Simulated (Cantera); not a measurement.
Input: 1 mol PbO, 35 mol N2, held at 1525 K and 1.33 mbar.

Method: chemical equilibrium by Gibbs-energy minimisation in Cantera with the NASA 1993 tables (ideal gas, pure condensed phases). Candidate condensed phases: Pb, PbO, PbO2, Pb3O4; 12 gas species. Rates play no part.

Base state: N2 0.964, Pb 0.0174, PbO 0.0101, O2 0.00856, NO 0.000308, O 1.44e-5 (mole fractions); condensed: gas only.

Question: What changes in the equilibrium state with this change: pressure from 1.33 mbar to 13.3 mbar?

Answer: 
```tsv
species	before	after
N2	0.964	0.967
PbO	0.0101	0.0164
Pb	0.0174	0.0112
O2	0.00856	0.00548
O	1.44e-5	3.63e-6
NO	0.000308	0.000247
```
Gases not in the tables: (PbO)n polymers.
